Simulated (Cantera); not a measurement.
An isothermal, constant-pressure homogeneous reactor starts with 13.7 % H2, 10.5 % O2, 75.8 % N2, at 1350 K and 248 Torr.

Cantera simulation using GRI-Mech 3.0 (53 species, 325 reactions); the numbers are that mechanism's predictions, not measurements. The temperature is held fixed by assumption; the heat of reaction is taken as removed at once.

One state of this run: x H2 = 2.68e-7; x O2 = 0.0395; x NO2 = 4.27e-8; x H2O2 = 1.35e-9; x O = 1.49e-7; x N2O = 2.72e-8; x NO = 1.94e-5. x: mole fraction; the columns are a selection and need not sum to one.

### Question
Which value of t (s) does it belong to?
(A) 0.175
(B) 1.00
(C) 0.00535
(D) 2.86e-5

### Answer
B, 1.00
